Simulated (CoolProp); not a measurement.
Vapour-liquid equilibrium of fluoroethane (R161) (1) + R134a (2) at 0.222 MPa; x and y are mole fractions of (1).

Computed with CoolProp (multi-fluid Helmholtz-energy mixture model, Wu 2012 and Tillner-Roth 1994; pair parameters Bell 2016).

| x | bubble temperature (°C) | y at the bubble point | dew temperature at overall composition x (°C) | liquid density (mol/L) |
|---|---|---|---|---|
| 0.05 | -7.9 | 0.066 | -7.8 | 13.08 |
| 0.125 | -8.6 | 0.163 | -8.3 | 13.31 |
| 0.2 | -9.4 | 0.258 | -8.9 | 13.54 |
| 0.275 | -10.2 | 0.349 | -9.5 | 13.78 |
| 0.35 | -11.0 | 0.437 | -10.2 | 14.03 |
| 0.425 | -11.9 | 0.521 | -10.9 | 14.28 |
| 0.5 | -12.8 | 0.600 | -11.7 | 14.54 |
| 0.575 | -13.7 | 0.675 | -12.5 | 14.81 |
| 0.65 | -14.6 | 0.745 | -13.4 | 15.08 |
| 0.725 | -15.5 | 0.809 | -14.3 | 15.36 |
| 0.8 | -16.5 | 0.869 | -15.4 | 15.65 |
| 0.875 | -17.4 | 0.922 | -16.6 | 15.94 |
| 0.95 | -18.3 | 0.971 | -17.9 | 16.24 |

No azeotrope shows between x = 0.05 and 0.95.

The pair parameters rest on a limited set of measurements; away from them the model extrapolates.
